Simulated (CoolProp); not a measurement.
Vapour-liquid equilibrium of cyclohexane (1) + ethylbenzene (2) at 0.517 MPa; x and y are mole fractions of (1).

Values from CoolProp's multi-fluid Helmholtz-energy mixture model, Zhou 2014 and Zhou 2012; pair parameters Bell 2016.

| x | bubble temperature (°C) | y at the bubble point | dew temperature at overall composition x (°C) | liquid density (mol/L) |
|---|---|---|---|---|
| 0.05 | 203.9 | 0.131 | 207.5 | 6.495 |
| 0.2 | 189.0 | … | 200.8 | 6.727 |
| 0.35 | 177.1 | 0.625 | 193.4 | … |
| 0.5 | 167.7 | 0.755 | 185.0 | 7.118 |
| 0.65 | 160.2 | 0.847 | 175.4 | 7.291 |
| 0.8 | 153.9 | 0.918 | 164.1 | 7.461 |
| 0.95 | 148.4 | 0.980 | … | 7.636 |

Task: What belongs in the gaps?

Result: 
- 0.2, y at the bubble point: 0.431
- 0.35, liquid density (mol/L): 6.932
- 0.95, dew temperature at overall composition x (°C): 151.1

No azeotrope shows between x = 0.05 and 0.95.

The pair parameters rest on a limited set of measurements; away from them the model extrapolates.
